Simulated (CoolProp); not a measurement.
m-xylene along the isotherm 346.85 °C: density (kg/m³) from the reference equation and from simpler models built on Tc = 343.7 °C, pc = 3.535 MPa, ω = 0.326; each cubic takes its own stable root.

The numbers come from the reference Helmholtz-energy equation of state, Zhou 2012 in CoolProp.

| p (MPa) | phase | reference |
|---|---|---|
| 0.0168 | gas | 0.3466 |
| 0.0318 | gas | 0.6570 |
| 0.0603 | gas | 1.250 |
| 0.114 | gas | 2.375 |
| 0.217 | gas | 4.571 |
| 0.411 | gas | 8.843 |
| 0.778 | gas | 17.47 |
| 1.48 | gas | 36.60 |
| 2.8 | gas | 91.67 |
| 5.3 | supercritical | 462.2 |

How far does each simpler model (ideal gas, van der Waals, Soave-Redlich-Kwong, Peng-Robinson) lie from the reference over these 10 states: mean and median of the absolute difference, and the worst?


- ideal gas: mean 14.7 %, median 3.3 %, worst -76.4 % at 346.85 °C and 5.3 MPa
- van der Waals: mean 4.7 %, median 0.6 %, worst -32.6 % at 346.85 °C and 5.3 MPa
- Soave-Redlich-Kwong: mean 2.6 %, median 0.2 %, worst -19.5 % at 346.85 °C and 5.3 MPa
- Peng-Robinson: mean 1.2 %, median 0.1 %, worst -10.9 % at 346.85 °C and 5.3 MPa
